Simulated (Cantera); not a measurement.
A perfectly stirred reactor is fed with C2H4 : H2 = 1 : 80 (molar parts), at 18000 Pa; it is held at 1950 K, and followed from long to short residence time.

Detailed kinetics in Cantera: GRI-Mech 3.0 (53 species, 325 reactions). GRI-Mech 3.0 was tuned for natural gas; its chemistry of ethylene as a main component is partial and can be far from experiment. GRI-Mech 3.0 stops at C3 and has no aromatics, soot or wall deposition, so with more carbon than oxygen in the feed, carbon stays in small species such as C2H2 where larger ones or solid carbon would form.

**Question.** What does this change do: pressure from 18000 Pa to 13000 Pa?

**Answer.** 
```json
[
 {"quantity": "x(C2H4) at τ = 7.50 s", "before": "1.90e-5", "after": "1.39e-5"},
 {"quantity": "x(H2) at τ = 7.50 s", "before": "0.985", "after": "0.985"},
 {"quantity": "x(CH4) at τ = 7.50 s", "before": "0.000386", "after": "0.000276"},
 {"quantity": "x(CH3) at τ = 7.50 s", "before": "2.09e-5", "after": "1.76e-5"},
 {"quantity": "x(C2H6) at τ = 7.50 s", "before": "2.02e-9", "after": "1.04e-9"},
 {"quantity": "x(C2H4) at τ = 83.0 ms", "before": "3.29e-5", "after": "3.26e-5"},
 {"quantity": "x(H2) at τ = 83.0 ms", "before": "0.986", "after": "0.986"},
 {"quantity": "x(CH4) at τ = 83.0 ms", "before": "7.60e-5", "after": "4.32e-5"},
 {"quantity": "x(CH3) at τ = 83.0 ms", "before": "3.14e-6", "after": "1.75e-6"},
 {"quantity": "x(C2H6) at τ = 83.0 ms", "before": "1.15e-9", "after": "7.61e-10"}
]
```
